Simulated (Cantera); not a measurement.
Input: 1 mol SiC, 0.0026 mol O2, 8.8 mol H2, equilibrated at 2.70 bar.

Cantera equilibrium calculation (NASA polynomials, part measured and part estimated; ideal gas, pure solids and liquids). Candidate condensed phases: C, C6H6, C7H8, C8H18, H2O, Si, SiC, SiO2; 123 gas species. Mutual solubility and eutectic melting of coexisting phases are not modelled. The tables hold silica as quartz up to 1696 K and as liquid above; real silica turns to tridymite and cristobalite and melts near 1996 K. Equilibrium is a limit: real reactors are often held back by kinetics, nucleation or transport.

Which condensed phases are stable at each of these points (T (°C)): 1027, 1052, 1077, 1102, 1127, 1152, 1177, 1202, 1227, 1252, 1277, 1302, 1327, 1352?


```tsv
T (°C)	condensed phases	Si condensed (%)
1027	SiC(s) + SiO2(β-quartz)	100.0
1052	SiC(s) + SiO2(β-quartz)	100.0
1077	SiC(s) + SiO2(β-quartz)	100.0
1102	SiC(s) + SiO2(β-quartz)	100.0
1127	SiC(s) + SiO2(β-quartz)	100.0
1152	SiC(s) + SiO2(β-quartz)	100.0
1177	SiC(s) + SiO2(β-quartz)	100.0
1202	SiC(s) + SiO2(β-quartz)	100.0
1227	SiC(s) + SiO2(β-quartz)	99.9
1252	SiC(s) + SiO2(β-quartz)	99.9
1277	SiC(s) + SiO2(β-quartz)	99.8
1302	SiC(s) + SiO2(β-quartz)	99.7
1327	SiC(s)	99.7
1352	SiC(s)	99.7
```

From 1027 °C to 1302 °C the condensed part is SiC(s) + SiO2(β-quartz). From 1327 °C to 1352 °C the condensed part is SiC(s).
